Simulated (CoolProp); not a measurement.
Vapour-liquid equilibrium of carbon dioxide (1) + the fluoroketone C6F12O (FK-5-1-12) (2) at 5.45 °C; x and y are mole fractions of (1).

Computed with CoolProp (multi-fluid Helmholtz-energy mixture model, Span 1996 and McLinden 2015; pair parameters Bell 2016).

```
x      bubble pressure (kPa)  y at the bubble point  dew pressure at overall composition x (kPa)  liquid density (mol/L)
-----  ---------------------  ---------------------  -------------------------------------------  ----------------------
0.05                   113.9                  0.858                                        17.35                   5.506
0.125                  343.3                  0.953                                        18.85                   5.922
0.2                    652.9                  0.975                                        20.62                   6.386
0.275                   1003                  0.983                                        22.76                   6.907
0.35                    1349                  0.987                                        25.37                   7.496
0.425                   1662                  0.989                                        28.66                   8.166
0.5                     1931                  0.991                                        32.93                   8.936
0.575                   2164                  0.992                                        38.68                   9.832
0.65                    2382                  0.992                                        46.87                   10.89
0.725                   2613                  0.993                                        59.48                   12.16
0.8                     2888                  0.995                                        81.43                   13.71
0.875                   3237                  0.996                                        129.4                   15.67
0.95                    3679                  0.998                                        320.0                   18.19
```

No azeotrope shows between x = 0.05 and 0.95.

Pair parameters are fitted to limited data, so mixtures are less certain than the pure fluids.
